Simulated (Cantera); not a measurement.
Thermodynamics of silicon nitride deposition, feed SiHCl3 + NH3

Feed: 1 mol SiHCl3, a varied amount of NH3, at 1225 K and 1.00 bar.

Method: chemical equilibrium by Gibbs-energy minimisation in Cantera with the NASA 1993 tables (ideal gas, pure condensed phases). Candidate condensed phases: NH4Cl, Si, Si3N4; 28 gas species. The tables' values for SiCl3 are old estimates; treat these amounts as uncertain. Equilibrium is a limit: real reactors are often held back by kinetics, nucleation or transport.

| n(NH3) (mol) | x H2 | x HCl | x N2 | x SiCl4 | x SiHCl3 | x SiCl3 | x SiCl2 | n Si3N4(s) |
|---|---|---|---|---|---|---|---|---|
| 1.1 | 0.440 | 0.384 | 0.0500 | 0.121 | 0.00433 | 0.00119 | 9.31e-5 | 0.190 |
| 1.6 | 0.466 | 0.377 | 0.0810 | 0.0727 | 0.00280 | 0.000752 | 6.15e-5 | 0.221 |
| 2.1 | 0.490 | 0.359 | 0.103 | 0.0461 | 0.00196 | 0.000514 | 4.52e-5 | 0.245 |
| 2.6 | 0.511 | 0.338 | 0.119 | 0.0302 | 0.00142 | 0.000364 | 3.48e-5 | 0.264 |
| 3.1 | 0.530 | 0.316 | 0.132 | 0.0201 | 0.00105 | 0.000265 | 2.75e-5 | 0.280 |
| 3.7 | 0.550 | 0.292 | 0.145 | 0.0127 | 0.000746 | 0.000184 | 2.11e-5 | 0.294 |
| 4.2 | 0.564 | 0.272 | 0.154 | 0.00876 | 0.000567 | 0.000138 | 1.72e-5 | 0.303 |
| 4.7 | 0.578 | 0.254 | 0.162 | 0.00614 | 0.000436 | 0.000105 | 1.42e-5 | 0.309 |
| 5.2 | 0.590 | 0.237 | 0.168 | 0.00438 | 0.000340 | 8.10e-5 | 1.18e-5 | 0.315 |
| 5.8 | 0.602 | 0.219 | 0.175 | 0.00298 | 0.000256 | 6.03e-5 | 9.63e-6 | 0.319 |
| 6.3 | 0.612 | 0.206 | 0.180 | 0.00221 | 0.000205 | 4.79e-5 | 8.21e-6 | 0.322 |
| 6.8 | 0.620 | 0.194 | 0.184 | 0.00166 | 0.000166 | 3.85e-5 | 7.06e-6 | 0.324 |
x: gas mole fraction; n: condensed amount in mol.

From 1.1 mol NH3 to 6.8 mol NH3 the condensed part is Si3N4(s). The main Si-bearing gas is SiCl4 throughout. The share of Si in condensed phases is highest at 6.8 mol NH3 (97.2 %) and lowest at 1.1 mol NH3 (57.1 %).
